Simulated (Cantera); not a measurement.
An adiabatic, constant-pressure homogeneous reactor starts with CH₄ : C₂H₆ : C₃H₈ : O₂ : N₂ : H₂O = 1 : 0.049 : 0.084 : 3.87 : 14.5 : 4.2 (molar parts), equivalence ratio 0.67, at 1525 K and 26.0 bar.

Computed with Cantera and GRI-Mech 3.0 (53 species, 325 reactions). The pressure lies above the range GRI-Mech 3.0 was tuned for (to about 10 atm).

### Question
Predict: time of steepest temperature rise; temperature at 0.200 s; equilibrium temperature; x(HCO) at 0.200 s.

### Answer
time of steepest temperature rise: 22.1 µs
temperature at 0.200 s: 2502 K
equilibrium temperature: 2502 K
x(HCO) at 0.200 s: 1.30e-9 (gas-phase equilibrium 1.30e-9)
